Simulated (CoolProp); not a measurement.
Vapour-liquid equilibrium of CH2F2 (R32) (1) + R123 (2) at 17.25 °C; x and y are mole fractions of (1).

Computed with CoolProp (multi-fluid Helmholtz-energy mixture model, Tillner-Roth 1997 and Younglove 1994; pair parameters Bell 2016).

| x | bubble pressure, mixture model (bar) | bubble pressure, Raoult's law (bar) | y, mixture model | y, Raoult's law |
|---|---|---|---|---|
| 0.05 | ___ | 1.328 | 0.547 | 0.514 |
| 0.125 | 2.659 | 2.301 | 0.756 | 0.742 |
| 0.2 | ___ | 3.274 | 0.836 | 0.834 |
| 0.275 | 4.859 | 4.247 | ___ | 0.884 |
| 0.35 | 5.851 | 5.221 | 0.903 | 0.915 |
| 0.425 | 6.774 | 6.194 | 0.921 | 0.937 |
| 0.5 | 7.640 | 7.167 | 0.934 | 0.953 |
| 0.575 | 8.469 | 8.140 | 0.945 | 0.965 |
| 0.65 | 9.282 | 9.113 | 0.955 | 0.974 |
| 0.725 | 10.11 | 10.09 | 0.964 | 0.981 |
| 0.8 | 10.97 | 11.06 | ___ | 0.988 |
| 0.875 | 11.89 | 12.03 | 0.983 | 0.993 |
| 0.95 | 12.91 | 13.01 | 0.993 | 0.997 |

Problem. Complete the blanks.

Solution. 
- 0.05, bubble pressure, mixture model (bar): 1.478
- 0.2, bubble pressure, mixture model (bar): 3.792
- 0.275, y, mixture model: 0.877
- 0.8, y, mixture model: 0.973

The largest gap from Raoult's law is +15.8 % in bubble pressure, at x = 0.2. No azeotrope shows between x = 0.05 and 0.95.

Pair parameters are fitted to limited data, so mixtures are less certain than the pure fluids. The gap from Raoult's law changes sign with composition, which may be real or a fault of the pair parameters; it wasn't checked against measurements.
